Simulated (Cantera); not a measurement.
Feed: 1 mol NaCl, 1.3 mol H2, equilibrated at 75.0 Torr.

These are equilibrium values from Cantera (NASA tables, ideal gas, pure condensed phases), not measurements of a reactor. Candidate condensed phases: Na, NaCl; 10 gas species. Kinetics and transport are ignored.

log p: log10 of the partial pressure in bar; n: condensed amount in mol.

```json
[
 {"T (K)": "1248", "log p H2": "-1.04", "log p NaCl": "-2.20", "log p Na2Cl2": "-2.64", "log p Na": "-4.30", "log p HCl": "-4.30", "n NaCl(l)": "0.843"},
 {"T (K)": "1348", "log p H2": "-1.16", "log p NaCl": "-1.64", "log p Na2Cl2": "-2.14", "log p Na": "-3.75", "log p HCl": "-3.75", "n NaCl(l)": "0.298"},
 {"T (K)": "1448", "log p H2": "-1.23", "log p NaCl": "-1.46", "log p Na2Cl2": "-2.29", "log p Na": "-3.41", "log p HCl": "-3.41", "n NaCl(l)": "0"},
 {"T (K)": "1548", "log p H2": "-1.24", "log p NaCl": "-1.41", "log p Na2Cl2": "-2.65", "log p Na": "-3.17", "log p HCl": "-3.16", "n NaCl(l)": "0"},
 {"T (K)": "1648", "log p H2": "-1.25", "log p NaCl": "-1.39", "log p Na2Cl2": "…", "log p Na": "…", "log p HCl": "…", "n NaCl(l)": "0"},
 {"T (K)": "1748", "log p H2": "-1.26", "log p NaCl": "-1.39", "log p Na2Cl2": "-3.36", "log p Na": "-2.78", "log p HCl": "-2.78", "n NaCl(l)": "0"},
 {"T (K)": "1848", "log p H2": "-1.26", "log p NaCl": "-1.40", "log p Na2Cl2": "…", "log p Na": "…", "log p HCl": "…", "n NaCl(l)": "0"},
 {"T (K)": "1948", "log p H2": "-1.27", "log p NaCl": "-1.41", "log p Na2Cl2": "-3.98", "log p Na": "-2.49", "log p HCl": "-2.49", "n NaCl(l)": "0"},
 {"T (K)": "2048", "log p H2": "-1.28", "log p NaCl": "-1.42", "log p Na2Cl2": "-4.26", "log p Na": "-2.37", "log p HCl": "-2.37", "n NaCl(l)": "0"},
 {"T (K)": "2148", "log p H2": "-1.29", "log p NaCl": "-1.44", "log p Na2Cl2": "-4.52", "log p Na": "-2.27", "log p HCl": "-2.27", "n NaCl(l)": "0"}
]
```

Problem. Complete the blanks.

Solution. 
- 1848, log p Na2Cl2: -3.68
- 1848, log p Na: -2.63
- 1848, log p HCl: -2.63
- 1648, log p Na2Cl2: -3.01
- 1648, log p Na: -2.96
- 1648, log p HCl: -2.96
